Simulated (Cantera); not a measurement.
Cantera run:

```python
import numpy as np
import cantera as ct

gas_names = [...]  # 77 gases of nasa_gas.yaml made of C, H, Ta
cond_names = """
    C(gr) C6H6(L) C7H8(L) C8H18(L),n-octa Ta(cr) Ta(L) TaC(s) TaC(L)
""".split()


# ... load() reads the species with a 1 bar reference pressure and builds the phases ...
atoms = {
    'Ta': {'Ta': 1},
    'CH4': {'C': 1, 'H': 4},
}
top_T = {'C(gr)': 4500}  # K; cautious upper limits of use, not melting points


# ... equilibrate(T, P, feed) seeds the gas with the atoms and calls Mixture.equilibrate('TP', solver="vcs", rtol=1e-11, max_steps=5000) ...
results = []
feed = {'Ta': 1, 'CH4': 0.18}  # mol
T = 2098.15  # K
P = 18  # Pa
mix = equilibrate(T, P, feed)
results.append((T, P, feed, dict(zip(mix.species_names, mix.species_moles))))
x = sorted(zip(gas.X, gas.species_names), reverse=True)
print(f"T = {T:g} K  P = {P:g} Pa  gas = {mix.phase_moles(0):.4g} mol")
print("   x: " + "  ".join(f"{s} {v:.3e}" for v, s in x if v > 0.001))
print("   condensed (mol): " + ("  ".join(f"{mix.phase(i).name} {mix.phase_moles(i):.4g}"
      for i in range(1, mix.n_phases) if mix.phase_moles(i) > 1e-12) or "none"))
```

Result:

```
T = 2098.15 K  P = 18 Pa  gas = 0.4011 mol
   x: H2 7.953e-01  H 2.047e-01
   condensed (mol): Ta(cr) 0.82  TaC(s) 0.18
```

Cantera equilibrium calculation (NASA polynomials, part measured and part estimated; ideal gas, pure solids and liquids). Mutual solubility and eutectic melting of coexisting phases are not modelled. TaC: taken at fixed stoichiometry. Condensed phases not in the tables: Ta2C, N, O or C dissolved in the metal.
